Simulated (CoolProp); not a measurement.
Vapour-liquid equilibrium of CH2F2 (R32) (1) + 1-butene (2) at 12.1 bar; x and y are mole fractions of (1).

Values from CoolProp's multi-fluid Helmholtz-energy mixture model, Tillner-Roth 1997 and Lemmon 2005; pair parameters Bell 2016.

```csv
x,bubble temperature (K),y at the bubble point,dew temperature at overall composition x (K),liquid density (mol/L)
0.05,330.3,0.378,350.9,9.843
0.2,295.1,0.763,341.9,[?]
0.35,287.6,0.820,332.2,12.23
0.5,286.3,[?],321.2,[?]
0.65,[?],0.836,307.9,14.32
0.8,285.2,0.855,290.2,16.01
0.95,285.2,0.934,[?],[?]
```

Fill in the missing entries.


- 0.2, liquid density (mol/L): 11.31
- 0.5, y at the bubble point: 0.830
- 0.5, liquid density (mol/L): 13.14
- 0.65, bubble temperature (K): 285.9
- 0.95, dew temperature at overall composition x (K): 285.4
- 0.95, liquid density (mol/L): 18.43

y crosses x between x = 0.8 and 0.95: the model has an azeotrope there.

The pair parameters rest on a limited set of measurements; away from them the model extrapolates. With so large a gap from Raoult's law the liquid may split in two, which this calculation doesn't test in full.
